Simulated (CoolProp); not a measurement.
Properties of carbon dioxide at several states (Tc = 304.1 K, pc = 7.377 MPa, ω = 0.224).

Model: reference Helmholtz-energy equation of state, Span 1996, in CoolProp.

```csv
T (K),p (MPa),phase,cp (kJ/(kg K)),speed of sound (m/s),Prandtl number,fugacity coefficient
879.5,6.04,gas,1.215,451.4,0.724,1.009
941.1,0.129,gas,1.218,458.9,0.720,1.000
919.2,1.73,gas,1.215,455.7,0.720,1.003
```

Viscosity comes from a separate model (Laesecke 2017). Thermal conductivity comes from a separate model (Huber 2016).
